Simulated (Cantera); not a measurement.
A closed system holds: 1 mol C2F6, a varied amount of H2, equilibrated at 752 °C and 0.100 bar.

Method: chemical equilibrium by Gibbs-energy minimisation in Cantera with the NASA 1993 tables (ideal gas, pure condensed phases). Candidate condensed phases: C, C6H6, C7H8, C8H18; 95 gas species. The feed counts by its element totals alone. Gases not in the tables: C2F6 and larger saturated fluorocarbons. Kinetics and transport are ignored.

x: gas mole fraction; n: condensed amount in mol.

| n(H2) (mol) | x HF | x CF4 | x H2 | x CH4 | x H2F2 | x CHF3 | x C2H4 | n C(graphite) |
|---|---|---|---|---|---|---|---|---|
| 0.37 | 0.360 | 0.640 | 1.35e-10 | <1e-12 | 4.69e-7 | (withheld) | <1e-12 | 0.685 |
| 0.49 | 0.438 | 0.562 | 2.14e-10 | <1e-12 | 6.95e-7 | (withheld) | <1e-12 | 0.745 |
| 0.66 | 0.530 | 0.470 | 3.41e-10 | <1e-12 | 1.02e-6 | 1.03e-6 | <1e-12 | 0.830 |
| 0.88 | 0.624 | 0.376 | 5.29e-10 | <1e-12 | 1.41e-6 | 1.09e-6 | <1e-12 | 0.940 |
| 1.2 | 0.727 | 0.273 | 8.43e-10 | <1e-12 | 1.91e-6 | 1.08e-6 | <1e-12 | 1.10 |
| 1.6 | 0.821 | 0.179 | 1.32e-9 | <1e-12 | 2.43e-6 | (withheld) | <1e-12 | 1.30 |
| 2.1 | 0.903 | 0.0968 | 2.18e-9 | <1e-12 | 2.95e-6 | (withheld) | <1e-12 | 1.55 |
| 2.8 | 0.982 | 0.0175 | 6.07e-9 | <1e-12 | 3.49e-6 | (withheld) | <1e-12 | 1.90 |
| 3.8 | 0.882 | <1e-12 | 0.117 | 0.000101 | 2.82e-6 | <1e-12 | 9.12e-10 | 2.00 |
| 5.1 | 0.741 | <1e-12 | 0.258 | 0.000491 | 1.99e-6 | <1e-12 | 4.42e-9 | 2.00 |
| 6.9 | 0.607 | <1e-12 | 0.392 | 0.00113 | 1.33e-6 | <1e-12 | 1.02e-8 | 1.99 |
| 9.2 | 0.493 | <1e-12 | 0.505 | 0.00188 | 8.78e-7 | <1e-12 | 1.69e-8 | 1.98 |
| 12 | 0.401 | <1e-12 | 0.596 | 0.00261 | 5.82e-7 | <1e-12 | 2.35e-8 | 1.96 |

### Question
Some entries are withheld; supply them.

### Answer

- 0.37, x CHF3: 8.19e-7
- 0.49, x CHF3: 9.34e-7
- 1.6, x CHF3: 9.88e-7
- 2.1, x CHF3: 7.99e-7
- 2.8, x CHF3: 3.70e-7
